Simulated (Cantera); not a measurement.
A perfectly stirred reactor is fed with 7.69 % C₂H₄, 92.3 % H₂, at 25.0 Pa; it is held at 1575 K, and followed from long to short residence time.

Detailed kinetics in Cantera: GRI-Mech 3.0 (53 species, 325 reactions). GRI-Mech 3.0 was tuned for natural gas; its chemistry of ethylene as a main component is partial and can be far from experiment. GRI-Mech 3.0 stops at C3 and has no aromatics, soot or wall deposition, so with more carbon than oxygen in the feed, carbon stays in small species such as C2H2 where larger ones or solid carbon would form. Radical loss at walls, strong at low pressure, is not modelled.

### Question
Predict: x(C₂H₄) at τ = 6.20 s; x(H₂) at τ = 6.20 s; x(C₂H) at τ = 6.20 s; x(CH₃) at τ = 6.20 s; x(C₂H₄) at τ = 54.0 ms; x(H₂) at τ = 54.0 ms.

### Answer
- x(C₂H₄) at τ = 6.20 s: 0.0321
- x(H₂) at τ = 6.20 s: 0.926
- x(C₂H) at τ = 6.20 s: 2.78e-9
- x(CH₃) at τ = 6.20 s: 1.23e-9
- x(C₂H₄) at τ = 54.0 ms: 0.0762
- x(H₂) at τ = 54.0 ms: 0.923
